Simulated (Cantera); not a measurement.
Feed: 1 mol SiCl4, 3.4 mol NH3, 1.4 mol N2, held at 875 K and 1330 Pa.

Method: chemical equilibrium by Gibbs-energy minimisation in Cantera with the NASA 1993 tables (ideal gas, pure condensed phases). Candidate condensed phases: NH4Cl, Si, Si3N4; 28 gas species. Rates play no part.

Base state: H2 0.376, HCl 0.326, N2 0.273, SiCl4 0.0242, SiHCl3 6.11e-5 (mole fractions); condensed: Si3N4(s).

Task: What changes in the equilibrium state with this change: temperature from 875 K to 1823.15 K?

Result: 
| species | before | after |
|---|---|---|
| H2 | 0.376 | 0.401 |
| N2 | 0.273 | 0.304 |
| HCl | 0.326 | 0.194 |
| SiCl2 | 1.36e-8 | 0.0959 |
| SiCl4 | 0.0242 | 3.86e-5 |
| H | <1e-9 | 0.00238 |
| Cl | <1e-9 | 0.000877 |
| SiCl | <1e-9 | 0.000303 |
| Si | <1e-9 | 0.000114 |
| Si3N4(s), mol | 0.257 | 0 |
The tables' values for SiCl3, SiCl are old estimates; treat these amounts as uncertain.

Task: What changes in the equilibrium state with this change: NH3 from 3.4 to 0.11 mol?

Result: 
```tsv
species	before	after
N2	0.273	0.532
SiCl4	0.0242	0.351
HCl	0.326	0.108
H2	0.376	0.00861
SiCl3	2.38e-6	1.59e-5
SiHCl3	6.11e-5	6.15e-5
Si3N4(s), mol	0.257	0.0237
```
The tables' values for SiCl3 are old estimates; treat these amounts as uncertain.
